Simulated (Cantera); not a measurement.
**Gas-phase reforming**

A perfectly stirred reactor is fed with CH4 : H2O = 1 : 1.5 (molar parts), at 5.00 bar; it is held at 1448 K, and followed from long to short residence time.

Cantera simulation using GRI-Mech 3.0 (53 species, 325 reactions); the numbers are that mechanism's predictions, not measurements.

| τ (s) | x CH4 | x H2O | x HO2 | x CO | x H |
|---|---|---|---|---|---|
| 8.1 | 0.194 | 0.416 | <1e-12 | 0.0369 | 2.19e-6 |
| 1.7 | 0.209 | 0.486 | <1e-12 | 0.0136 | 1.75e-6 |
| 0.37 | 0.264 | 0.539 | <1e-12 | 0.00353 | 1.05e-6 |
| 0.077 | 0.346 | 0.579 | <1e-12 | 0.000565 | 4.27e-7 |
| 0.016 | 0.386 | 0.596 | <1e-12 | 6.09e-5 | 1.14e-7 |
| 0.0035 | 0.397 | 0.600 | <1e-12 | 4.36e-6 | 2.73e-8 |
| 0.00074 | 0.399 | 0.600 | <1e-12 | 1.02e-7 | 1.23e-8 |
| 0.00016 | 0.400 | 0.600 | <1e-12 | 1.95e-9 | 9.87e-9 |
x: mole fraction; the columns are a selection and need not sum to one.
